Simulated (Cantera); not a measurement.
Input: 1 mol CuF2, 0.19 mol N2, equilibrated at 1027 °C.

Cantera equilibrium calculation (NASA polynomials, part measured and part estimated; ideal gas, pure solids and liquids). Candidate condensed phases: Cu, CuF2; 11 gas species. Kinetics and transport are ignored.

Question: Which condensed phases are stable at each of these points (P (Pa)): 0.100, 1, 10, 100, 1000, 10000, 100000?

Answer: 
```
P (Pa)  condensed phases  Cu condensed (%)
------  ----------------  ----------------
0.100           gas only               0.0
1               gas only               0.0
10              gas only               0.0
100             gas only               0.0
1000             CuF2(l)              82.2
10000            CuF2(l)              99.0
100000           CuF2(l)              99.9
```

From 0.100 Pa to 1.00 mbar nothing is condensed. From 10.0 mbar to 1.00 bar the condensed part is CuF2(l).
